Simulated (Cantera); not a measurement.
Input (Python, Cantera):

```python
import numpy as np
import cantera as ct

gas = ct.Solution("gri30.yaml")
gas.TPX = 350, 1000000, {'C3H8': 1, 'O2': 3.85, 'N2': 14.5}
flame = ct.FreeFlame(gas, width=0.008)
flame.set_refine_criteria(ratio=3, slope=0.08, curve=0.16)
flame.transport_model = "mixture-averaged"
flame.solve(loglevel=0, auto=True)
z, T = flame.grid, flame.T
thick = (T[-1] - T[0]) / np.gradient(T, z).max()
show = ['C3H8', 'O2', 'NO', 'OH', 'CO2', 'HO2']
print(f"laminar burning velocity  {flame.velocity[0] * 100:.3f} cm/s")
print(f"burnt temperature         {T[-1]:.1f} K")
print(f"thermal thickness         {thick * 1e3:.4f} mm")
print(f"grid points               {len(z)}")
z0 = z[flame.heat_release_rate.argmax()]
print(f"{'z/mm':>9s}{'T/K':>9s}{'u/(m/s)':>9s}" + "".join(f"{s:>11s}" for s in show))
rows = []
for k in (-3, -2, -1.5, -1, -0.5, -0.25, 0, 0.25, 0.5, 1, 2, 4, 8):
    zz = z0 + k * thick
    rows.append([k * thick, np.interp(zz, z, T), np.interp(zz, z, flame.velocity),
                 *(np.interp(zz, z, flame.X[gas.species_index(s)]) for s in show)])
    print(f"{rows[-1][0] * 1e3:9.3f}{rows[-1][1]:9.1f}{rows[-1][2]:9.3f}" + "".join(f"{x:11.3e}" for x in rows[-1][3:]))
```

Output:

```
laminar burning velocity  20.821 cm/s
burnt temperature         2155.1 K
thermal thickness         0.0749 mm
grid points               147
     z/mm      T/K  u/(m/s)       C3H8         O2         NO         OH        CO2        HO2
   -0.225    350.3    0.209  5.160e-02  1.986e-01  1.718e-10  1.144e-14  6.361e-07  2.426e-08
   -0.150    353.6    0.211  5.144e-02  1.977e-01  2.135e-09  2.296e-12  1.117e-05  2.948e-07
   -0.112    371.3    0.223  5.118e-02  1.953e-01  1.514e-08  1.889e-10  1.027e-04  1.972e-06
   -0.075    496.0    0.302  4.952e-02  1.820e-01  2.125e-07  2.269e-08  1.258e-03  2.041e-05
   -0.037   1004.0    0.636  3.394e-02  1.272e-01  4.038e-06  1.982e-06  9.873e-03  1.227e-04
   -0.019   1426.3    0.932  1.237e-02  7.889e-02  1.091e-05  3.748e-05  2.058e-02  2.011e-04
    0.000   1826.6    1.219  2.304e-04  3.220e-02  2.059e-05  4.511e-04  3.543e-02  1.100e-04
    0.019   2022.9    1.351  6.408e-08  1.009e-02  3.582e-05  1.016e-03  4.818e-02  2.107e-05
    0.037   2090.2    1.392  8.764e-11  3.089e-03  5.041e-05  1.163e-03  5.589e-02  5.391e-06
    0.075   2126.7    1.412  2.451e-13  4.003e-04  6.643e-05  9.477e-04  6.201e-02  6.529e-07
    0.150   2142.9    1.421  3.876e-16  3.901e-05  7.710e-05  5.865e-04  6.416e-02  7.492e-08
    0.300   2150.8    1.426  2.185e-18  8.328e-06  8.264e-05  3.232e-04  6.439e-02  1.312e-08
    0.599   2154.1    1.428  5.387e-20  2.683e-06  8.497e-05  1.924e-04  6.434e-02  3.121e-09
```

Model: GRI-Mech 3.0 (53 species, 325 reactions), integrated in Cantera. GRI-Mech 3.0 was tuned for natural gas; its chemistry of propane as a main component is partial and can be far from experiment. Burning velocities carry a grid error of a few per cent, more on coarse grids.
